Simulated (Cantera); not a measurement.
Mixture: C₃H₈ : O₂ : N₂ = 1 : 4.55 : 17.1 (molar parts), equivalence ratio 1.1, at 7500 Torr, adiabatic and at constant pressure. Ignition delay is the time to a rise of 400 K.

Cantera simulation using GRI-Mech 3.0 (53 species, 325 reactions); the numbers are that mechanism's predictions, not measurements. GRI-Mech 3.0 was tuned for natural gas; its chemistry of propane as a main component is partial and can be far from experiment.

Question: What does this change do: pressure from 7500 Torr to 750 Torr?

Answer: 
| quantity | before | after |
|---|---|---|
| delay at 1100 K | 10.8 ms | 56.0 ms |
| delay at 1200 K | 1.70 ms | 6.28 ms |
| delay at 1300 K | 0.303 ms | 0.994 ms |
| delay at 1400 K | 68.2 µs | 0.234 ms |
| delay at 1500 K | 20.3 µs | 78.8 µs |
| delay at 1600 K | 7.84 µs | 35.3 µs |
| delay at 1700 K | 3.76 µs | 19.5 µs |
| apparent activation energy between 1500 and 1700 K | 180 kJ/mol | 150 kJ/mol |

Question: What does this change do: constant volume in place of constant pressure?

Answer: 
| quantity | before | after |
|---|---|---|
| delay at 1100 K | 10.8 ms | 10.5 ms |
| delay at 1200 K | 1.70 ms | 1.61 ms |
| delay at 1300 K | 0.303 ms | 0.281 ms |
| delay at 1400 K | 68.2 µs | 62.1 µs |
| delay at 1500 K | 20.3 µs | 18.2 µs |
| delay at 1600 K | 7.84 µs | 6.92 µs |
| delay at 1700 K | 3.76 µs | 3.27 µs |
| apparent activation energy between 1500 and 1700 K | 180 kJ/mol | 180 kJ/mol |

Question: What does this change do: O2 4.55 to 2.5 parts?

Answer: 
| quantity | before | after |
|---|---|---|
| delay at 1100 K | 10.8 ms | 18.2 ms |
| delay at 1200 K | 1.70 ms | 2.68 ms |
| delay at 1300 K | 0.303 ms | 0.467 ms |
| delay at 1400 K | 68.2 µs | 0.106 ms |
| delay at 1500 K | 20.3 µs | 32.5 µs |
| delay at 1600 K | 7.84 µs | 12.9 µs |
| delay at 1700 K | 3.76 µs | 6.35 µs |
| apparent activation energy between 1500 and 1700 K | 180 kJ/mol | 170 kJ/mol |
